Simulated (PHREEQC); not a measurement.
Solution (25 °C): 55 mmol/kgw HF, 0.081 mmol/kgw NH4F and 1.5 mmol/kgw H4SiO4. Closed to the air; pH follows from the charge balance.

Computed with PHREEQC (ion-association model, phreeqc.dat).

```tsv
quantity	before	after
pH	2.15	7.19
ionic strength (mol/kgw)	0.00937	0.0540
HF (mol/kgw)	0.0406	4.13e-6
F- (mol/kgw)	0.00421	0.0540
HF2- (mol/kgw)	0.000656	8.54e-7
SI of Quartz (SiO2)	-6.09	+1.16
```

### Question
What was changed between the two runs?
A. HF replaced by NaF at the same molality
B. temperature from 25 to 40 °C
C. HF left out
D. HF from 0.055 to 0.55 mol/kgw

### Answer
A, HF replaced by NaF at the same molality

This is a speciation only: nothing precipitates in the calculation. Some of these states are supersaturated (in Quartz (slow to form), Chalcedony (slow to form), for instance). SiF6-2 is the database's only silicon fluoride.
